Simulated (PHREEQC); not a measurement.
Dissolve 0.29 mol/kgw CuCl2, 0.0011 mol/kgw HCl and 6.4e-05 mol/kgw FeCl3 at 63 °C. Closed to the air; pH follows from the charge balance.

Model: ion-association model, phreeqc.dat, run in PHREEQC.

Each row changes one thing in this solution. This is a speciation only: nothing precipitates in the calculation.

| case | pH | ionic strength (mol/kgw) | Cl- (mol/kgw) | CuCl+ (mol/kgw) | Cu+2 (mol/kgw) | CuCl2 (mol/kgw) | SI of Goethite (FeOOH) | SI of Hematite (Fe2O3) |
|---|---|---|---|---|---|---|---|---|
| as made | 3.06 | 0.518 | 0.396 | 0.152 | 0.121 | 0.0163 | +4.45 | +11.07 |
| FeCl3 from 6.4e-05 to 5.76e-05 mol/kgw | 3.06 | 0.518 | 0.396 | 0.152 | 0.121 | 0.0163 | +4.41 | +10.98 |
| 0.0035 mol/kgw LiOH added | 4.27 | 0.519 | 0.398 | 0.151 | 0.120 | 0.0163 | +6.29 | +14.75 |
| CuCl2 from 0.29 to 0.435 mol/kgw | 3.06 | 0.711 | 0.557 | 0.247 | 0.154 | 0.0333 | +4.38 | +10.93 |
| diluted 2-fold with water | 3.33 | 0.296 | 0.218 | 0.0632 | 0.0773 | 0.00448 | +4.76 | +11.68 |
| FeCl3 from 6.4e-05 to 9.6e-05 mol/kgw | 3.05 | 0.518 | 0.396 | 0.152 | 0.121 | 0.0163 | +4.60 | +11.37 |
| temperature from 63 to 80 °C | 3.05 | 0.445 | 0.357 | 0.182 | 0.0869 | 0.0207 | +4.56 | +11.34 |

The ionic strength passes 0.7 mol/kgw, the rough limit of the ion-association models, in CuCl2 from 0.29 to 0.435 mol/kgw. Some of these states are supersaturated (in Hematite (slow to form), Goethite (slow to form), for instance). Away from 25 °C the constants follow the database's enthalpies or fits; those with neither stay at their 25 °C values.
